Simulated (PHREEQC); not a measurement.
**Buffer**

Consider water at 20 °C with 0.021 mol/kgw NaHCO3 and 0.00057 mol/kgw K2HPO4. Closed to the air; pH follows from the charge balance.

Equilibrium calculation in PHREEQC: ion-association model, phreeqc.dat.

- pH: 8.25
- ionic strength: 0.0227 mol/kgw
- specific conductance: 1690 µS/cm
- total alkalinity: 21.6 meq/kg

```tsv
species	molality	activity	log γ
Na+	0.0208	0.0180	-0.062
HCO3-	0.0203	0.0177	-0.060
K+	0.00114	0.000982	-0.065
HPO4-2	0.000525	0.000299	-0.244
CO2	0.000239	0.000240	0.002
CO3-2	0.000230	0.000132	-0.240
NaHCO3	0.000183	0.000184	0.002
NaCO3-	3.97e-5	3.43e-5	-0.063
H2PO4-	3.21e-5	2.79e-5	-0.060
NaHPO4-	1.21e-5	1.05e-5	-0.060
OH-	1.41e-6	1.21e-6	-0.065
KHPO4-	6.58e-7	5.73e-7	-0.060
PO4-3	8.08e-8	2.16e-8	-0.572
H+	6.36e-9	5.63e-9	-0.053
```

This is a speciation only: nothing precipitates in the calculation.
